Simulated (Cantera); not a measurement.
A Cantera script and what it prints.

```python
import numpy as np
import cantera as ct

gas_names = """
    N NO NO2 NO3 N2 N2O O O2 O3 Zr ZrN ZrO ZrO2
""".split()
cond_names = """
    Zr(a) Zr(b) Zr(L) ZrN(s) ZrN(L) ZrO2(a) ZrO2(b) ZrO2(L)
""".split()


def load(file, names, dense=False):
    # The tables refer to 1 bar. Condensed volumes are neglected.
    table = {s.name: s for s in ct.Species.list_from_file(file)}
    out = []
    for n in names:
        d = dict(table[n].input_data)
        d["thermo"] = dict(d["thermo"], **{"reference-pressure": 1e5})
        if dense:
            d["equation-of-state"] = {"model": "constant-volume", "density": "1e6 g/cm^3"}
        out.append(ct.Species.from_dict(d))
    return out


gas = ct.Solution(thermo="ideal-gas", species=load("nasa_gas.yaml", gas_names))
cond = {s.name: ct.Solution(thermo="fixed-stoichiometry", species=[s], name=s.name)
        for s in load("nasa_condensed.yaml", cond_names, dense=True)}
atoms = {
    'Zr': {'Zr': 1},
    'N2O': {'N': 2, 'O': 1},
    'N2': {'N': 2},
    'O2': {'O': 2},
}
top_T = {}  # K; cautious upper limits of use, not melting points


def equilibrate(T, P, feed):
    n = {}
    for name, mol in feed.items():
        for a, k in atoms[name].items():
            n[a] = n.get(a, 0.0) + k * mol
    gas.TPX = T, P, n
    mass = sum(n.values()) * gas.mean_molecular_weight
    gas.equilibrate("TP")
    valid = [c for c in cond.values() if c.min_temp <= T <= top_T.get(c.name, c.max_temp)]
    mix = ct.Mixture([(gas, mass / gas.mean_molecular_weight)] + [(c, 0.0) for c in valid])
    mix.T, mix.P = T, P
    mix.equilibrate("TP", solver="vcs", rtol=1e-11, max_steps=5000)
    return mix


results = []
feed = {'Zr': 1, 'N2O': 0.1, 'N2': 1.4, 'O2': 0.017}  # mol
P = 0.76  # Pa
for T in [950, 1100, 1250, 1400, 1550, 1700, 1850, 2000, 2150, 2300, 2450]:
    mix = equilibrate(T, P, feed)
    results.append((T, P, feed, dict(zip(mix.species_names, mix.species_moles))))
    x = sorted(zip(gas.X, gas.species_names), reverse=True)
    print(f"T = {T:g} K  P = {P:g} Pa  gas = {mix.phase_moles(0):.4g} mol")
    print("   x: " + "  ".join(f"{s} {v:.3e}" for v, s in x if v > 1e-05))
    print("   condensed (mol): " + ("  ".join(f"{mix.phase(i).name} {mix.phase_moles(i):.4g}"
          for i in range(1, mix.n_phases) if mix.phase_moles(i) > 1e-12) or "none"))
```

Output:

```
T = 950 K  P = 0.76 Pa  gas = 1.033 mol
   x: N2 1.000e+00
   condensed (mol): ZrN(s) 0.933  ZrO2(a) 0.067
T = 1100 K  P = 0.76 Pa  gas = 1.034 mol
   x: N2 1.000e+00
   condensed (mol): ZrN(s) 0.933  ZrO2(a) 0.067
T = 1250 K  P = 0.76 Pa  gas = 1.034 mol
   x: N2 1.000e+00
   condensed (mol): ZrN(s) 0.933  ZrO2(a) 0.067
T = 1400 K  P = 0.76 Pa  gas = 1.034 mol
   x: N2 1.000e+00
   condensed (mol): ZrN(s) 0.933  ZrO2(a) 0.067
T = 1550 K  P = 0.76 Pa  gas = 1.034 mol
   x: N2 1.000e+00
   condensed (mol): ZrN(s) 0.933  ZrO2(b) 0.067
T = 1700 K  P = 0.76 Pa  gas = 1.034 mol
   x: N2 1.000e+00
   condensed (mol): ZrN(s) 0.933  ZrO2(b) 0.067
T = 1850 K  P = 0.76 Pa  gas = 1.034 mol
   x: N2 1.000e+00  ZrO 1.139e-05
   condensed (mol): ZrN(s) 0.933  ZrO2(b) 0.06699
T = 2000 K  P = 0.76 Pa  gas = 1.034 mol
   x: N2 9.994e-01  ZrO 5.445e-04
   condensed (mol): ZrN(s) 0.9327  ZrO2(b) 0.06671
T = 2150 K  P = 0.76 Pa  gas = 1.054 mol
   x: N2 9.847e-01  ZrO 1.506e-02  Zr 1.155e-04  ZrO2 1.120e-04
   condensed (mol): ZrN(s) 0.9249  ZrO2(b) 0.05895
T = 2300 K  P = 0.76 Pa  gas = 1.208 mol
   x: N2 8.853e-01  ZrO 1.103e-01  Zr 3.982e-03  ZrO2 3.031e-04  O 1.686e-05  N 1.333e-05
   condensed (mol): ZrN(s) 0.8616
T = 2450 K  P = 0.76 Pa  gas = 1.383 mol
   x: N2 8.152e-01  ZrO 9.682e-02  Zr 8.791e-02  N 5.968e-05  ZrO2 1.723e-05
   condensed (mol): ZrN(s) 0.7444
```

These are equilibrium values from Cantera (NASA tables, ideal gas, pure condensed phases), not measurements of a reactor. Mutual solubility and eutectic melting of coexisting phases are not modelled. ZrN: taken at fixed stoichiometry. Condensed phases not in the tables: solid solutions among these carbides, nitrides and lower oxides.
